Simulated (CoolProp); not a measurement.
Properties of methanol along the isobar 0.529 MPa (Tc = 513.4 K, pc = 8.216 MPa, ω = 0.565).

Model: reference Helmholtz-energy equation of state, de Reuck 1993, in CoolProp.

```json
[
 {"T (K)": "246.2", "phase": "liquid", "Z": "0.009910", "speed of sound (m/s)": "1284", "expansivity (1/kK)": "1.142"},
 {"T (K)": "261.9", "phase": "liquid", "Z": "0.009485", "speed of sound (m/s)": "1226", "expansivity (1/kK)": "1.148"},
 {"T (K)": "277.5", "phase": "liquid", "Z": "0.009114", "speed of sound (m/s)": "1171", "expansivity (1/kK)": "1.159"},
 {"T (K)": "293.1", "phase": "liquid", "Z": "0.008788", "speed of sound (m/s)": "1119", "expansivity (1/kK)": "___"},
 {"T (K)": "308.7", "phase": "liquid", "Z": "0.008501", "speed of sound (m/s)": "1069", "expansivity (1/kK)": "1.215"},
 {"T (K)": "324.4", "phase": "liquid", "Z": "0.008249", "speed of sound (m/s)": "1021", "expansivity (1/kK)": "___"},
 {"T (K)": "340", "phase": "liquid", "Z": "0.008032", "speed of sound (m/s)": "973.0", "expansivity (1/kK)": "1.343"},
 {"T (K)": "355.6", "phase": "liquid", "Z": "0.007848", "speed of sound (m/s)": "924.3", "expansivity (1/kK)": "___"},
 {"T (K)": "371.2", "phase": "liquid", "Z": "0.007698", "speed of sound (m/s)": "873.6", "expansivity (1/kK)": "1.586"}
]
```

Task: Some entries are withheld; supply them.

Result: 
- 293.1, expansivity (1/kK): 1.180
- 324.4, expansivity (1/kK): 1.268
- 355.6, expansivity (1/kK): 1.447
